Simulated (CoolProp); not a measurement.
Properties of cyclohexane along the isobar 3.2 MPa (Tc = 553.6 K, pc = 4.081 MPa, ω = 0.209).

The numbers come from the reference Helmholtz-energy equation of state, Zhou 2014 in CoolProp.

| T (K) | phase | density (kg/m³) | cv (kJ/(kg K)) | speed of sound (m/s) | expansivity (1/kK) |
|---|---|---|---|---|---|
| 454.6 | liquid | 611.9 | 2.076 | 610.7 | 2.146 |
| 459.3 | liquid | 605.7 | 2.098 | 591.6 | 2.225 |
| 464 | liquid | 599.3 | 2.121 | 572.4 | 2.312 |
| 468.7 | liquid | 592.6 | 2.143 | 552.9 | 2.410 |
| 473.4 | liquid | 585.8 | 2.165 | 533.2 | 2.519 |
| 478.1 | liquid | 578.8 | 2.187 | 513.2 | [?] |
| 482.8 | liquid | 571.4 | 2.209 | 492.8 | 2.781 |
| 487.5 | liquid | 563.8 | 2.231 | 472.1 | 2.942 |
| 492.2 | liquid | 555.8 | 2.253 | 450.9 | 3.128 |
| 496.9 | liquid | 547.4 | [?] | 429.1 | 3.347 |
| 501.6 | liquid | 538.6 | 2.297 | 406.7 | [?] |
| 506.3 | liquid | 529.1 | 2.320 | 383.5 | 3.928 |

What belongs in the gaps?


- 478.1, expansivity (1/kK): 2.642
- 496.9, cv (kJ/(kg K)): 2.275
- 501.6, expansivity (1/kK): 3.609
